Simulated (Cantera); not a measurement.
Input (Python, Cantera) and output of one run.

```python
import numpy as np
import cantera as ct

gas_names = """
    H H2 N NH NH2 NH3 N2 N2H2 N2H4 Si SiH SiH2 SiH3 SiH4 SiN Si2 Si2N Si3
""".split()
cond_names = """
    Si(cr) Si(L) Si3N4(a)
""".split()


# ... load() reads the species with a 1 bar reference pressure and builds the phases ...
atoms = {
    'trisilylamine': {'Si': 3, 'N': 1, 'H': 9},
    'N2': {'N': 2},
}
top_T = {'Si3N4(a)': 2400}  # K; cautious upper limits of use, not melting points


# ... equilibrate(T, P, feed) seeds the gas with the atoms and calls Mixture.equilibrate('TP', solver="vcs", rtol=1e-11, max_steps=5000) ...
results = []
feed = {'trisilylamine': 1, 'N2': 17}  # mol
T = 1875  # K
P = 7.7  # Pa
mix = equilibrate(T, P, feed)
results.append((T, P, feed, dict(zip(mix.species_names, mix.species_moles))))
x = sorted(zip(gas.X, gas.species_names), reverse=True)
print(f"T = {T:g} K  P = {P:g} Pa  gas = {mix.phase_moles(0):.4g} mol")
print("   x: " + "  ".join(f"{s} {v:.3e}" for v, s in x if v > 0.0001))
print("   condensed (mol): " + ("  ".join(f"{mix.phase(i).name} {mix.phase_moles(i):.4g}"
      for i in range(1, mix.n_phases) if mix.phase_moles(i) > 1e-12) or "none"))
```

Result:

```
T = 1875 K  P = 7.7 Pa  gas = 25.33 mol
   x: N2 6.906e-01  H2 1.624e-01  Si 1.147e-01  H 3.011e-02  Si2 8.390e-04  Si2N 4.332e-04  SiH 3.759e-04  SiN 2.994e-04  Si3 1.869e-04
   condensed (mol): none
```

These are equilibrium values from Cantera (NASA tables, ideal gas, pure condensed phases), not measurements of a reactor. The feed counts by its element totals alone. The tables' values for SiN are old estimates; treat these amounts as uncertain.
